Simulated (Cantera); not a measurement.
Adiabatic ignition

An adiabatic, constant-pressure homogeneous reactor starts with 16.5 % H₂, 17.5 % O₂, 66.0 % N₂, at 1325 K and 1.00 bar.

Computed with Cantera and GRI-Mech 3.0 (53 species, 325 reactions).

```csv
t (s),T (K),x H₂,x O₂,x O,x NO₂,x HO₂
1.00e-6,1325,0.165,0.175,2.85e-9,<1e-12,1.73e-8
3.59e-6,1325,0.165,0.175,3.48e-8,<1e-12,6.98e-8
1.29e-5,1325,0.165,0.175,9.90e-6,<1e-12,3.60e-6
4.64e-5,1920,0.0150,0.0935,0.0236,5.70e-9,2.43e-5
0.000167,2311,0.00514,0.0950,0.00717,4.00e-8,7.67e-6
0.000599,2403,0.00206,0.0969,0.00282,1.72e-7,8.03e-6
0.00215,2403,0.00202,0.0967,0.00276,5.10e-7,8.04e-6
0.00774,2400,0.00200,0.0959,0.00271,1.64e-6,7.93e-6
0.0278,2393,0.00195,0.0938,0.00258,4.57e-6,7.65e-6
0.100,2386,0.00190,0.0918,0.00245,7.51e-6,7.37e-6
```
x: mole fraction; the columns are a selection and need not sum to one.

```
Property                                                             Value
---------------------------------  ---------------------------------------
time of steepest temperature rise                                  27.0 µs
temperature at 0.100 s                                              2386 K
equilibrium temperature                                             2385 K
x(H₂) at 0.100 s                   0.00190 (gas-phase equilibrium 0.00189)
x(O₂) at 0.100 s                     0.0918 (gas-phase equilibrium 0.0916)
x(O) at 0.100 s                    0.00245 (gas-phase equilibrium 0.00244)
```
